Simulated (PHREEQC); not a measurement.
Leach liquor

A solution holds 0.04 mol/kgw HCl, 1.1 mol/kgw LiCl and 0.00013 mol/kgw Fe2(SO4)3, at 82 °C. Closed to the air; pH follows from the charge balance.

All values are PHREEQC results (ion-association model, phreeqc.dat), not measurements.

Precipitation was switched off in this run.

### Question
Predict the pH, activity of water.

### Answer
pH 1.54; activity of water 0.961.

### Question
In which forms is Fe present?

### Answer
FeCl+2 82 %, FeCl2+ 12 %, FeOH+2 3.4 %, Fe+3 2.4 % of the Fe.

Saturation is exceeded, for instance for Hematite (slow to form), Goethite (slow to form); the values hold only as long as no solid forms. Caution: at this ionic strength the ion-association model is outside its range; a Pitzer model would be the better tool where its parameters exist. At this temperature some constants are extrapolated from 25 °C, and those without enthalpy data are left unchanged.
